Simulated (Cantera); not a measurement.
An adiabatic, constant-volume homogeneous reactor starts with 10.1 % CH4, 13.4 % O2, 76.5 % N2, equivalence ratio 1.5, at 1350 K and 630000 Pa.

Cantera simulation using GRI-Mech 3.0 (53 species, 325 reactions); the numbers are that mechanism's predictions, not measurements.

One state of this run: T (K) = 2710; P (bar) = 13.5; x CH4 = 2.54e-11; x O2 = 9.18e-5; x CH3 = 2.94e-11; x N2O = 1.26e-7; x NO = 0.000645; x HCN = 1.71e-7. x: mole fraction; the columns are a selection and need not sum to one.

**Question.** Which value of t (s) does it belong to?
(A) 0.00136
(B) 8.00e-6
(C) 0.000486
(D) 0.642

**Answer.** D, 0.642
